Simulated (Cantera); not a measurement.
Diamond growth

A diamond (100) surface in a fixed gas of H2 with x(CH4) = 0.014, x(H) = 0.007, x(CH3) = 0.00033, 0.0405 atm; coverages are run to steady state.

Computed with Cantera and the Harris–Goodwin 1993 mechanism for the reconstructed diamond (100) surface.

```json
[
 {"T (K)": "900", "growth (µm/h)": "4.03", "θ c6HH": "0.660", "θ c6H*": "0.0100", "θ c6*H": "0.279", "θ c6**": "0.00414", "θ c6HM": "0.0378"},
 {"T (K)": "950", "growth (µm/h)": "5.34", "θ c6HH": "0.619", "θ c6H*": "0.0136", "θ c6*H": "0.322", "θ c6**": "0.00636", "θ c6HM": "0.0302"},
 {"T (K)": "1000", "growth (µm/h)": "6.69", "θ c6HH": "0.578", "θ c6H*": "0.0178", "θ c6*H": "0.362", "θ c6**": "0.00930", "θ c6HM": "0.0240"},
 {"T (K)": "1050", "growth (µm/h)": "7.78", "θ c6HH": "0.539", "θ c6H*": "0.0224", "θ c6*H": "0.399", "θ c6**": "0.0130", "θ c6HM": "0.0184"},
 {"T (K)": "1100", "growth (µm/h)": "7.99", "θ c6HH": "0.503", "θ c6H*": "0.0274", "θ c6*H": "0.433", "θ c6**": "0.0176", "θ c6HM": "0.0128"},
 {"T (K)": "1150", "growth (µm/h)": "6.86", "θ c6HH": "0.470", "θ c6H*": "0.0327", "θ c6*H": "0.462", "θ c6**": "0.0231", "θ c6HM": "0.00748"},
 {"T (K)": "1200", "growth (µm/h)": "5.05", "θ c6HH": "0.438", "θ c6H*": "0.0382", "θ c6*H": "0.488", "θ c6**": "0.0293", "θ c6HM": "0.00362"},
 {"T (K)": "1250", "growth (µm/h)": "3.67", "θ c6HH": "0.409", "θ c6H*": "0.0436", "θ c6*H": "0.508", "θ c6**": "0.0362", "θ c6HM": "0.00154"},
 {"T (K)": "1300", "growth (µm/h)": "3.03", "θ c6HH": "0.382", "θ c6H*": "0.0490", "θ c6*H": "0.523", "θ c6**": "0.0436", "θ c6HM": "0.000620"},
 {"T (K)": "1350", "growth (µm/h)": "2.88", "θ c6HH": "0.358", "θ c6H*": "0.0543", "θ c6*H": "0.535", "θ c6**": "0.0514", "θ c6HM": "0.000247"},
 {"T (K)": "1400", "growth (µm/h)": "2.81", "θ c6HH": "0.337", "θ c6H*": "0.0594", "θ c6*H": "0.543", "θ c6**": "0.0595", "θ c6HM": "9.80e-5"}
]
```
θ: site fractions in the mechanism's names (c6HH fully hydrogenated, c6H* and c6*H radical sites, c6** diradical, c6HM methylated).
